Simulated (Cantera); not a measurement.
Feed: 1 mol AlBr3, 1.3 mol N2, 830 mol H2, at 0.00980 bar.

Method: chemical equilibrium by Gibbs-energy minimisation in Cantera with the NASA 1993 tables (ideal gas, pure condensed phases). Candidate condensed phases: Al, AlBr3, AlN, Br2; 19 gas species. Rates play no part. All values below are at 1123 K.

Base state: H2 0.995, HBr 0.00357, N2 0.000966 (mole fractions); condensed: AlN(s).

What changes in the equilibrium state with this change: AlBr3 replaced by AlI3?


```json
[
 {"species": "H2", "before": "0.995", "after": "0.995"},
 {"species": "HI", "before": "0", "after": "0.00274"},
 {"species": "N2", "before": "0.000966", "after": "0.000961"},
 {"species": "HBr", "before": "0.00357", "after": "0"},
 {"species": "I", "before": "0", "after": "0.000863"},
 {"species": "AlN(s), mol", "before": "0.992", "after": "0.999"}
]
```
Further candidate phases: AlI3, I2.
